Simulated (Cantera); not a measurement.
Feed: 1 mol CH2F2, 0.5 mol F2, at 0.000610 bar.

Cantera equilibrium calculation (NASA polynomials, part measured and part estimated; ideal gas, pure solids and liquids). Candidate condensed phases: C, C6H6, C7H8, C8H18; 110 gas species. Ions and electrons are included (thermal ionisation). The numbers say what is thermodynamically allowed, not how fast it happens. All values below are at 2500 K.

Base state: HF 0.663, F 0.314, CF 0.0103, CF2 0.00685, H 0.00457, C3 0.000815, C 0.000273, C2 7.51e-5 (mole fractions); condensed: C(graphite).

Task: What changes in the equilibrium state with this change: F2 from 0.5 to 0.048 mol?

Result: 
| species | before | after |
|---|---|---|
| HF | 0.663 | 0.897 |
| F | 0.314 | 0.0705 |
| H | 0.00457 | 0.0276 |
| CF | 0.0103 | 0.00230 |
| H2 | 2.01e-5 | 0.000732 |
| CF2 | 0.00685 | 0.000345 |
| C2H | 3.55e-6 | 2.14e-5 |
| C2 | 7.51e-5 | 7.51e-5 |
| C(graphite), mol | 0.940 | 0.988 |
